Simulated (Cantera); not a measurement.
What does this Cantera script print?

```python
import numpy as np
import cantera as ct

gas = ct.Solution("h2o2.yaml")
gas.TPX = 550, 101325, {'H2': 1, 'O2': 0.278, 'N2': 1.04}
flame = ct.FreeFlame(gas, width=0.04)
flame.set_refine_criteria(ratio=3, slope=0.08, curve=0.16)
flame.transport_model = "mixture-averaged"
flame.solve(loglevel=0, auto=True)
z, T = flame.grid, flame.T
thick = (T[-1] - T[0]) / np.gradient(T, z).max()
show = ['H2', 'O2', 'OH', 'H2O2', 'HO2', 'H']
print(f"laminar burning velocity  {flame.velocity[0] * 100:.3f} cm/s")
print(f"burnt temperature         {T[-1]:.1f} K")
print(f"thermal thickness         {thick * 1e3:.4f} mm")
print(f"grid points               {len(z)}")
z0 = z[flame.heat_release_rate.argmax()]
print(f"{'z/mm':>9s}{'T/K':>9s}{'u/(m/s)':>9s}" + "".join(f"{s:>11s}" for s in show))
rows = []
for k in (-3, -2, -1.5, -1, -0.5, -0.25, 0, 0.25, 0.5, 1, 2, 4, 8):
    zz = z0 + k * thick
    rows.append([k * thick, np.interp(zz, z, T), np.interp(zz, z, flame.velocity),
                 *(np.interp(zz, z, flame.X[gas.species_index(s)]) for s in show)])
    print(f"{rows[-1][0] * 1e3:9.3f}{rows[-1][1]:9.1f}{rows[-1][2]:9.3f}" + "".join(f"{x:11.3e}" for x in rows[-1][3:]))
```

Output:

```
laminar burning velocity  789.825 cm/s
burnt temperature         2323.6 K
thermal thickness         0.4275 mm
grid points               135
     z/mm      T/K  u/(m/s)         H2         O2         OH       H2O2        HO2          H
   -1.282    550.0    7.898  4.314e-01  1.199e-01  2.864e-17  5.719e-16  6.330e-13  2.976e-16
   -0.855    550.0    7.898  4.314e-01  1.199e-01  6.008e-15  7.981e-14  9.351e-11  1.538e-13
   -0.641    550.0    7.898  4.314e-01  1.199e-01  4.239e-13  4.247e-12  4.545e-09  5.555e-11
   -0.427    550.0    7.898  4.314e-01  1.199e-01  7.355e-11  4.663e-10  3.523e-07  1.894e-08
   -0.214    568.0    8.124  4.283e-01  1.200e-01  5.925e-05  3.801e-06  2.412e-04  1.888e-04
   -0.107    789.7   11.047  3.968e-01  1.142e-01  7.153e-04  1.438e-05  1.848e-04  7.992e-03
    0.000   1214.4   16.478  2.924e-01  7.659e-02  2.469e-03  2.565e-06  7.367e-05  4.986e-02
    0.107   1509.9   20.273  1.943e-01  2.086e-02  5.255e-03  1.390e-06  1.932e-05  8.811e-02
    0.214   1637.9   21.852  1.715e-01  4.869e-03  6.137e-03  8.731e-07  4.337e-06  9.164e-02
    0.427   1761.3   23.308  1.745e-01  1.638e-03  6.810e-03  5.359e-07  1.411e-06  7.967e-02
    0.855   1888.6   24.760  1.833e-01  1.098e-03  6.961e-03  2.984e-07  9.077e-07  6.331e-02
    1.710   2012.4   26.132  1.919e-01  6.696e-04  6.421e-03  1.565e-07  5.588e-07  4.709e-02
    3.420   2119.9   27.291  1.992e-01  3.504e-04  5.287e-03  8.150e-08  3.143e-07  3.283e-02
```

Detailed kinetics in Cantera: the H2/O2 subset of GRI-Mech 3.0, which has no nitrogen chemistry. Burning velocities carry a grid error of a few per cent, more on coarse grids.
